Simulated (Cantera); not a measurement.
# Adiabatic ignition

An adiabatic, constant-pressure homogeneous reactor starts with 19.7 % CH4, 1.55 % H2, 16.0 % O2, 60.4 % N2, 2.36 % H2O, at 1400 K and 173 Torr.

Computed with Cantera and GRI-Mech 3.0 (53 species, 325 reactions).

```tsv
t (s)	T (K)	x CH4	x H2	x O2	x C2H	x HCO
7.00e-6	1400	0.197	0.0155	0.160	<1e-12	<1e-12
2.42e-5	1400	0.197	0.0155	0.160	<1e-12	<1e-12
8.39e-5	1400	0.197	0.0155	0.160	<1e-12	<1e-12
0.000290	1400	0.197	0.0155	0.160	<1e-12	3.75e-12
0.00101	1400	0.197	0.0155	0.160	<1e-12	2.46e-10
0.00348	1404	0.195	0.0156	0.160	<1e-12	2.37e-8
0.0121	2201	0.00209	0.204	7.10e-7	7.54e-6	5.47e-7
0.0417	2169	1.20e-6	0.241	5.43e-7	1.22e-9	3.60e-8
0.144	2165	1.88e-11	0.241	7.25e-7	<1e-12	4.02e-8
0.500	2166	1.62e-11	0.241	7.29e-7	<1e-12	4.02e-8
```
x: mole fraction; the columns are a selection and need not sum to one.

- time of steepest temperature rise = 10.4 ms
- temperature at 0.500 s = 2166 K
- equilibrium temperature = 2166 K
- x(CH4) at 0.500 s = 1.62e-11 (gas-phase equilibrium 1.80e-11)
- x(H2) at 0.500 s = 0.241 (gas-phase equilibrium 0.241)
- x(O2) at 0.500 s = 7.29e-7 (gas-phase equilibrium 7.30e-7)
